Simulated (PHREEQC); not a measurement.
**Acid rinse or clean: an equilibrium model**

Make-up at 25 °C: 0.0016 mol HBr, 0.0058 mol AlCl3 and 0.052 mol MgCl2 per kg of water. Closed to the air; pH follows from the charge balance.

Equilibrium calculation in PHREEQC: ion-association model, wateq4f.dat.

```json
{
  "pH": "2.89",
  "ionic_strength": "0.192 mol/kgw",
  "total_alkalinity": "-1.60 meq/kg"
}
```

```
species   molality  activity   log γ
--------  --------  --------  ------
Cl-          0.121    0.0868  -0.146
Mg+2        0.0520    0.0180  -0.461
Al+3       0.00578  0.000768  -0.877
H+         0.00162   0.00129  -0.097
Br-        0.00160   0.00120  -0.126
AlOH+2     1.87e-5   5.88e-6  -0.503
Al(OH)2+   4.74e-8   3.55e-8  -0.126
```

Precipitation was switched off in this run. Species that the database lacks are ignored.
